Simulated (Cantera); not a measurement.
Input: 1 mol SiF₄, 0.66 mol H₂O, at 1073.15 K and 750 Torr.

Cantera equilibrium calculation (NASA polynomials, part measured and part estimated; ideal gas, pure solids and liquids). Candidate condensed phases: H₂O, Si, SiO₂; 38 gas species. The numbers say what is thermodynamically allowed, not how fast it happens.

Base state: SiF₄ 0.474, HF 0.321, H₂O 0.205 (mole fractions); condensed: SiO₂(β-quartz).

Task: What changes in the equilibrium state with this change: temperature from 1073.15 K to 623.15 K?

Result: 
```json
[
 {"species": "SiF₄", "before": "0.474", "after": "0.581"},
 {"species": "H₂O", "before": "0.205", "after": "0.366"},
 {"species": "HF", "before": "0.321", "after": "0.0531"},
 {"species": "SiO₂(β-quartz), mol", "before": "0.145", "after": "0"},
 {"species": "SiO₂(α-quartz), mol", "before": "0", "after": "0.0223"}
]
```
